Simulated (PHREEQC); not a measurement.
Na2SO4 is added in steps, without added water, to 1 kg of water holding 12 mmol/kgw HNO3 and 97 mmol/kgw Fe(NO3)3, at 25 °C. O2 is buffered at 0.21 atm. CO2 from the air is kept out. Solids allowed: Fe(OH)3(a), Jarosite-Na, Mirabilite. Others were left out.

Base run: PHREEQC, ion-association model, wateq4f.dat. Each further column changes one thing. The table gives pH.

```csv
Na2SO4 added (mol),base,0.02 mol/kgw Ca(OH)2 added,HNO3 from 0.012 to 0.0024 mol/kgw,diluted 10-fold with water,no solid may form
0,1.57,1.86,1.63,2.25,1.57
0.0375,1.66,1.73,1.67,2.28,1.69
0.0625,1.59,1.65,1.60,2.34,1.80
0.1,1.58,1.63,1.59,2.41,1.99
0.1375,1.61,1.67,1.62,2.45,2.16
0.1625,1.63,1.69,1.64,2.48,2.24
0.2,1.66,1.71,1.67,2.51,2.33
0.2375,1.68,1.74,1.69,2.53,2.41
0.2625,1.69,1.75,1.71,2.55,2.45
0.3,1.71,1.77,1.72,2.57,2.50
```

The ionic strength passes 0.7 mol/kgw, the rough limit of the ion-association models, in part of: base; 0.02 mol/kgw Ca(OH)2 added; HNO3 from 0.012 to 0.0024 mol/kgw; diluted 10-fold with water; no solid may form. In at least one series the solution becomes supersaturated in solids that the run did not let form, among them Jarosite-Na. Solids allowed in the column '0.02 mol/kgw Ca(OH)2 added': Gypsum, Portlandite, Fe(OH)3(a), Jarosite-Na, Mirabilite.
